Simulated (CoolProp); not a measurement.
Properties of propane along the isotherm 33.95 °C (Tc = 96.7 °C, pc = 4.251 MPa, ω = 0.152).

Computed with CoolProp (reference Helmholtz-energy equation of state, Lemmon 2009).

```tsv
p (MPa)	phase	Z	Joule-Thomson coefficient (K/MPa)
4.25	liquid	0.1503	-0.01658
8.5	liquid	0.2936	-0.1262
12.8	liquid	0.4337	-0.1993
17	liquid	0.5670	-0.2506
21.3	liquid	0.7005	-0.2904
25.5	liquid	0.8284	-0.3210
29.8	liquid	0.9572	-0.3463
34	liquid	1.081	-0.3666
38.3	liquid	1.206	-0.3841
42.5	liquid	1.327	-0.3987
```
